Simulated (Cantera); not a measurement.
Feed: 1 mol Si2H6, 0.24 mol O3, held at 1.33 mbar.

Cantera equilibrium calculation (NASA polynomials, part measured and part estimated; ideal gas, pure solids and liquids). Candidate condensed phases: H2O, Si, SiO2; 18 gas species. The feed counts by its element totals alone. Mutual solubility and eutectic melting of coexisting phases are not modelled. The tables hold silica as quartz up to 1696 K and as liquid above; real silica turns to tridymite and cristobalite and melts near 1996 K. Gases not in the tables: Si2H6 and higher silanes. The numbers say what is thermodynamically allowed, not how fast it happens.

x: gas mole fraction; n: condensed amount in mol.

| T (K) | x H2 | x SiO | x H | x Si | n Si(s) | n SiO2(β-quartz) | n Si(l) |
|---|---|---|---|---|---|---|---|
| 1050 | 1.000 | 2.85e-6 | 2.22e-7 | 1.73e-12 | 1.64 | 0.360 | 0 |
| 1100 | 1.000 | 1.73e-5 | 7.08e-7 | 1.77e-11 | 1.64 | 0.360 | 0 |
| 1150 | 1.000 | 8.94e-5 | 2.04e-6 | 1.49e-10 | 1.64 | 0.360 | 0 |
| 1200 | 1.000 | 0.000402 | 5.40e-6 | 1.04e-9 | 1.64 | 0.359 | 0 |
| 1250 | 0.998 | 0.00160 | 1.32e-5 | 6.23e-9 | 1.64 | 0.358 | 0 |
| 1300 | 0.994 | 0.00571 | 3.02e-5 | 3.25e-8 | 1.63 | 0.351 | 0 |
| 1350 | 0.981 | 0.0185 | 6.47e-5 | 1.50e-7 | 1.61 | 0.332 | 0 |
| 1400 | 0.945 | 0.0550 | 0.000129 | 6.17e-7 | 1.55 | 0.273 | 0 |
| 1450 | 0.848 | 0.151 | 0.000239 | 2.31e-6 | 1.37 | 0.0924 | 0 |
| 1500 | 0.806 | 0.194 | 0.000433 | 7.89e-6 | 1.28 | 0 | 0 |
| 1550 | 0.806 | 0.193 | 0.000774 | 2.49e-5 | 1.28 | 0 | 0 |
| 1600 | 0.805 | 0.193 | ? | ? | 1.28 | 0 | 0 |
| 1650 | 0.804 | 0.193 | ? | ? | 1.28 | 0 | 0 |
| 1700 | 0.803 | 0.193 | 0.00362 | 0.000509 | 0 | 0 | 1.28 |

Q: Complete the blanks.

A: 
- 1650, x H: 0.00223
- 1650, x Si: 0.000201
- 1600, x H: 0.00134
- 1600, x Si: 7.31e-5
